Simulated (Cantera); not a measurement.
A closed system holds: 1 mol C₆H₆, 0.056 mol O₂, 2.1 mol N₂, equilibrated at 1800 K and 0.100 bar.

Equilibrium computed with Cantera from the NASA thermochemical tables; the gas is ideal and each condensed phase is pure. Candidate condensed phases: C, C₆H₆, C₇H₈, C₈H₁₈, H₂O; 136 gas species. Equilibrium is a limit: real reactors are often held back by kinetics, nucleation or transport.

Base state: H₂ 0.573, N₂ 0.401, CO 0.0215, HCN 0.00294, H 0.000857, HNC 0.000112, C₂H₂ (acetylene) 0.000101, CH₄ 2.53e-5 (mole fractions); condensed: C(graphite).

Task: What changes in the equilibrium state with this change: pressure from 0.100 bar to 15.0 bar?

Result: 
| species | before | after |
|---|---|---|
| H₂ | 0.573 | 0.568 |
| N₂ | 0.401 | 0.403 |
| CO | 0.0215 | 0.0215 |
| CH₄ | 2.53e-5 | 0.00373 |
| H₂O | 3.51e-7 | 5.23e-5 |
| NH₃ | 8.02e-7 | 0.000119 |
| C₂H₄ | 1.35e-7 | 1.99e-5 |
| C(graphite), mol | 5.87 | 5.85 |

Task: What changes in the equilibrium state with this change: O₂ from 0.056 to 0.83 mol?

Result: 
| species | before | after |
|---|---|---|
| H₂ | 0.573 | 0.442 |
| N₂ | 0.401 | 0.309 |
| CO | 0.0215 | 0.245 |
| CH₄ | 2.53e-5 | 1.50e-5 |
| C₂H₂ (acetylene) | 0.000101 | 7.75e-5 |
| C(graphite), mol | 5.87 | 4.32 |

Task: What changes in the equilibrium state with this change: temperature from 1800 K to 1398.15 K?

Result: 
| species | before | after |
|---|---|---|
| H₂ | 0.573 | 0.575 |
| N₂ | 0.401 | 0.403 |
| CO | 0.0215 | 0.0215 |
| HCN | 0.00294 | 0.000235 |
| H | 0.000857 | 1.14e-5 |
| C₂H₂ (acetylene) | 0.000101 | 1.41e-6 |
| HNC | 0.000112 | 2.79e-6 |
| C(graphite), mol | 5.87 | 5.89 |
